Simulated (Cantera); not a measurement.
Input: 1 mol N2O, a varied amount of SO2, at 2400 K and 2.20 mbar.

Cantera equilibrium calculation (NASA polynomials, part measured and part estimated; ideal gas, pure solids and liquids). Candidate condensed phases: S; 17 gas species. The numbers say what is thermodynamically allowed, not how fast it happens.

x: gas mole fraction; nothing condenses.

| n(SO2) (mol) | x N2 | x O2 | x SO2 | x O | x SO | x NO |
|---|---|---|---|---|---|---|
| 0.037 | 0.610 | 0.255 | 0.0202 | 0.0934 | 0.00260 | 0.0186 |
| 0.046 | 0.606 | 0.254 | ? | 0.0931 | ? | 0.0185 |
| 0.058 | 0.602 | 0.252 | 0.0312 | 0.0928 | 0.00404 | 0.0183 |
| 0.073 | 0.596 | 0.250 | 0.0389 | 0.0924 | 0.00505 | 0.0182 |
| 0.091 | 0.589 | 0.247 | 0.0479 | 0.0919 | 0.00625 | 0.0180 |
| 0.11 | 0.581 | 0.245 | 0.0572 | 0.0914 | 0.00750 | 0.0177 |
| 0.14 | 0.570 | 0.240 | 0.0713 | 0.0907 | 0.00943 | 0.0174 |
| 0.18 | 0.556 | 0.235 | ? | 0.0897 | ? | 0.0170 |
| 0.23 | 0.540 | 0.229 | 0.110 | 0.0886 | 0.0150 | 0.0166 |
| 0.29 | 0.521 | 0.223 | 0.134 | 0.0873 | 0.0185 | 0.0160 |
| 0.36 | 0.500 | 0.215 | 0.160 | 0.0858 | 0.0223 | 0.0155 |
| 0.45 | 0.476 | 0.207 | 0.190 | 0.0841 | 0.0270 | 0.0148 |

Complete the blanks.


- 0.18, x SO2: 0.0893
- 0.18, x SO: 0.0119
- 0.046, x SO2: 0.0250
- 0.046, x SO: 0.00322
